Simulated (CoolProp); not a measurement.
Vapour-liquid equilibrium of CH2F2 (R32) (1) + R143a (2) at 259.7 K; x and y are mole fractions of (1).

Computed with CoolProp (multi-fluid Helmholtz-energy mixture model, Tillner-Roth 1997 and Lemmon and Jacobsen 2000; pair parameters Bell 2016).

```csv
x,"bubble pressure, mixture model (bar)","bubble pressure, Raoult's law (bar)","y, mixture model","y, Raoult's law"
0.05,(withheld),4.042,(withheld),0.064
0.2,4.489,4.219,0.272,0.245
0.35,4.773,4.395,(withheld),0.411
0.5,4.984,4.572,0.560,0.564
0.65,5.126,4.748,0.683,0.706
0.8,5.198,4.925,(withheld),0.838
0.95,(withheld),5.101,0.947,0.961
```

Problem. Complete the blanks.

Solution. 
- 0.05, bubble pressure, mixture model (bar): 4.124
- 0.05, y, mixture model: 0.078
- 0.35, y, mixture model: 0.427
- 0.8, y, mixture model: 0.807
- 0.95, bubble pressure, mixture model (bar): 5.187

The largest gap from Raoult's law is +9.0 % in bubble pressure, at x = 0.5. y crosses x between x = 0.8 and 0.95: the model has an azeotrope there.

The pair parameters rest on a limited set of measurements; away from them the model extrapolates.
